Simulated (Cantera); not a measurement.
An isothermal, constant-pressure homogeneous reactor starts with 13.5 % H2, 37.6 % O2, 48.9 % N2, equivalence ratio 0.18, at 1298 K and 21000 Pa.

Computed with Cantera and the H2/O2 subset of GRI-Mech 3.0, which has no nitrogen chemistry. The temperature is held fixed by assumption; the heat of reaction is taken as removed at once.

x: mole fraction; the columns are a selection and need not sum to one.

```csv
t (s),x H2,x O2,x O,x H2O,x HO2,x H2O2,x H
2.00e-6,0.135,0.376,1.38e-9,6.48e-10,(withheld),3.13e-12,7.39e-9
9.28e-6,0.135,0.376,2.51e-8,4.30e-8,(withheld),6.74e-11,5.47e-8
4.31e-5,0.135,0.376,1.25e-5,3.67e-5,(withheld),2.82e-9,2.36e-5
0.000200,0.00593,0.314,0.0241,0.121,(withheld),2.38e-6,0.0195
0.000928,0.000407,0.329,0.00147,0.144,(withheld),1.14e-6,0.000273
0.00431,1.75e-5,0.330,6.80e-5,0.145,(withheld),2.10e-7,2.72e-6
0.0200,1.58e-6,0.331,6.95e-6,0.145,(withheld),4.06e-8,8.82e-8
0.0928,2.39e-7,0.331,1.12e-6,0.145,(withheld),8.68e-9,5.69e-9
0.431,6.05e-8,0.331,2.84e-7,0.145,4.04e-8,2.60e-9,7.51e-10
2.00,4.65e-8,0.331,2.16e-7,0.145,4.21e-8,2.07e-9,5.07e-10
9.28,4.64e-8,0.331,2.15e-7,0.145,4.21e-8,2.07e-9,5.07e-10
43.1,4.64e-8,0.331,2.15e-7,0.145,4.21e-8,2.07e-9,5.07e-10
200,4.64e-8,0.331,2.15e-7,0.145,4.21e-8,2.07e-9,5.07e-10
```

Q: What belongs in the gaps?

A: 
- 2.00e-6, x HO2: 8.19e-9
- 9.28e-6, x HO2: 3.88e-8
- 4.31e-5, x HO2: 8.54e-7
- 0.000200, x HO2: 4.18e-5
- 0.000928, x HO2: 1.84e-5
- 0.00431, x HO2: 1.85e-6
- 0.0200, x HO2: 2.28e-7
- 0.0928, x HO2: 5.35e-8
